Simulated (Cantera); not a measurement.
Charge: 1 mol B2O3, 9.9 mol NH3, 5.4 mol N2, at 1250 K and 13.3 mbar.

Equilibrium computed with Cantera from the NASA thermochemical tables; the gas is ideal and each condensed phase is pure. Candidate condensed phases: B, BN, B2O3, B3O3H3, H2O; 39 gas species. Mutual solubility and eutectic melting of coexisting phases are not modelled. The numbers say what is thermodynamically allowed, not how fast it happens.

Base state: H2 0.588, N2 0.410, H2O 0.000903, HBO2 0.000428, HBO 2.35e-5 (mole fractions); condensed: BN(s) + B2O3(l).

Task: What changes in the equilibrium state with this change: pressure from 13.3 mbar to 0.350 bar?

Result: 
```csv
species,before,after
H2,0.588,0.587
N2,0.410,0.410
H2O,0.000903,0.00268
HBO2,0.000428,0.000144
NH3,5.88e-7,1.54e-5
HBO,2.35e-5,2.66e-6
"BN(s), mol",0.0186,0.0462
"B2O3(l), mol",0.985,0.975
```
Gases not in the tables: H3BO3.
